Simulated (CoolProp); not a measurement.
The fluoroketone C6F12O (FK-5-1-12) at several states: Z from the reference equation and from simpler models built on Tc = 441.8 K, pc = 1.869 MPa, ω = 0.471; each cubic takes its own stable root.

Model: reference Helmholtz-energy equation of state, McLinden 2015, in CoolProp.

```csv
T (K),p (MPa),phase,reference,van der Waals,Redlich-Kwong,Soave-Redlich-Kwong,Peng-Robinson
347.7,0.0569,gas,0.9738,0.9839,0.9793,0.9759,0.9745
334.7,0.0107,gas,0.9944,0.9967,0.9957,0.9950,0.9947
241.9,0.0352,liquid,0.003139,0.9773,0.003645,0.003467,0.003082
298.6,2.75,liquid,0.2169,0.3586,0.2501,0.2359,0.2093
255.7,2.07,liquid,0.1778,0.2997,0.2051,0.1952,0.1735
325.2,0.471,liquid,0.03623,0.8145,0.04293,0.03972,0.03510
```

At some of these states van der Waals gives the other phase, because its saturation line lies elsewhere.
